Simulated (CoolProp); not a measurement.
A single-stage vapour-compression cycle with isobutane: evaporating at 304.15 K (dew point), condensing at 351.15 K (bubble point), superheat 2 K, subcooling 0 K, compressor efficiency 0.65, no pressure losses. Each further row changes one setting.

Values from CoolProp's reference Helmholtz-energy equation of state, Bücker 2006.

```json
[
 {"case": "as stated", "cooling COP": "3.02", "pressure ratio": "3.10", "discharge temperature (K)": "355.8", "refrigerating effect (kJ/kg)": "201", "volumetric capacity (kJ/m³)": "2140"},
 {"case": "evaporating temperature 309.15 K", "cooling COP": "3.54", "pressure ratio": "…", "discharge temperature (K)": "…", "refrigerating effect (kJ/kg)": "…", "volumetric capacity (kJ/m³)": "…"},
 {"case": "condensing temperature 346.15 K", "cooling COP": "3.55", "pressure ratio": "2.79", "discharge temperature (K)": "350.9", "refrigerating effect (kJ/kg)": "215", "volumetric capacity (kJ/m³)": "2290"},
 {"case": "subcooling 5 K", "cooling COP": "…", "pressure ratio": "3.10", "discharge temperature (K)": "355.8", "refrigerating effect (kJ/kg)": "215", "volumetric capacity (kJ/m³)": "2290"},
 {"case": "superheat 12 K", "cooling COP": "3.12", "pressure ratio": "3.10", "discharge temperature (K)": "…", "refrigerating effect (kJ/kg)": "219", "volumetric capacity (kJ/m³)": "2230"},
 {"case": "compressor efficiency 0.55", "cooling COP": "2.55", "pressure ratio": "3.10", "discharge temperature (K)": "…", "refrigerating effect (kJ/kg)": "201", "volumetric capacity (kJ/m³)": "2140"}
]
```

Task: Some entries are withheld; supply them.

Result: 
- evaporating temperature 309.15 K, pressure ratio: 2.70
- evaporating temperature 309.15 K, discharge temperature (K): 355.3
- evaporating temperature 309.15 K, refrigerating effect (kJ/kg): 207
- evaporating temperature 309.15 K, volumetric capacity (kJ/m³): 2530
- subcooling 5 K, cooling COP: 3.23
- superheat 12 K, discharge temperature (K): 365.4
- compressor efficiency 0.55, discharge temperature (K): 361.0
